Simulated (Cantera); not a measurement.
**Premixed flame**

A freely propagating, adiabatic, planar premixed flame of CH₄ : H₂ : O₂ : N₂ : CO₂ = 1 : 0.52 : 3.42 : 12.9 : 1.2 (molar parts), unburnt at 575 K and 0.940 bar; mixture-averaged transport, grid criteria slope 0.08 and curve 0.16, no radiation.

Detailed kinetics in Cantera: GRI-Mech 3.0 (53 species, 325 reactions). Burning velocities carry a grid error of a few per cent, more on coarse grids.

| z (mm) | T (K) | u (m/s) | x CH₄ | x H₂ | x O₂ | x HCO | x H₂O | x NO₂ |
|---|---|---|---|---|---|---|---|---|
| -1.61 | 575 | 0.626 | 0.0526 | 0.0263 | 0.180 | <1e-8 | 8.46e-5 | <1e-8 |
| -1.08 | 579 | 0.628 | 0.0524 | 0.0247 | 0.180 | <1e-8 | 0.000704 | <1e-8 |
| -0.807 | 588 | 0.638 | 0.0520 | 0.0229 | 0.179 | <1e-8 | 0.00236 | <1e-8 |
| -0.538 | 636 | 0.689 | 0.0494 | 0.0199 | 0.176 | <1e-8 | 0.00970 | 1.83e-8 |
| -0.269 | 889 | 0.966 | 0.0361 | 0.0150 | 0.155 | 1.31e-7 | 0.0413 | 2.66e-8 |
| -0.135 | 1173 | 1.28 | 0.0209 | 0.0122 | 0.129 | 2.77e-6 | 0.0727 | <1e-8 |
| 0 | 1468 | 1.60 | 0.00540 | 0.00853 | 0.0960 | 1.47e-5 | 0.105 | <1e-8 |
| 0.135 | 1606 | 1.75 | 0.000419 | 0.00471 | 0.0772 | 4.48e-6 | 0.120 | <1e-8 |
| 0.269 | 1661 | 1.81 | 1.92e-5 | 0.00308 | 0.0710 | 2.89e-7 | 0.123 | <1e-8 |
| 0.538 | 1727 | 1.87 | 6.02e-8 | 0.00223 | 0.0671 | <1e-8 | 0.126 | <1e-8 |
| 1.08 | 1791 | 1.93 | <1e-8 | 0.00141 | 0.0647 | <1e-8 | 0.128 | <1e-8 |
| 2.15 | 1836 | 1.98 | <1e-8 | 0.000671 | 0.0633 | <1e-8 | 0.131 | <1e-8 |
| 4.30 | 1860 | 2.00 | <1e-8 | 0.000270 | 0.0628 | <1e-8 | 0.132 | <1e-8 |
x: mole fraction of selected species; z is measured from the peak of heat release.

laminar burning velocity: 62.6 cm/s
thermal thickness: 0.538 mm
peak x(HCO): 1.49e-5
grid points: 129
